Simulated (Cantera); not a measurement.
A closed system holds: 1 mol Zr, 0.78 mol NH3, 2.1 mol H2, at 1748 K and 0.100 bar.

Cantera equilibrium calculation (NASA polynomials, part measured and part estimated; ideal gas, pure solids and liquids). Candidate condensed phases: Zr, ZrN; 11 gas species. Mutual solubility and eutectic melting of coexisting phases are not modelled. ZrN: taken at fixed stoichiometry. Condensed phases not in the tables: N, O or C dissolved in the metal. The numbers say what is thermodynamically allowed, not how fast it happens.

Base state: H2 0.999, H 0.000722 (mole fractions); condensed: Zr(β) + ZrN(s).

Task: What changes in the equilibrium state with this change: NH3 from 0.78 to 4.3 mol?

Result: 
```tsv
species	before	after
H2	0.999	0.838
N2	<1e-9	0.162
H	0.000722	0.000661
Zr(β), mol	0.220	0
ZrN(s), mol	0.780	1.00
```

Task: What changes in the equilibrium state with this change: NH3 from 0.78 to 8.5 mol?

Result: 
```tsv
species	before	after
H2	0.999	0.798
N2	<1e-9	0.202
H	0.000722	0.000645
Zr(β), mol	0.220	0
ZrN(s), mol	0.780	1.00
```
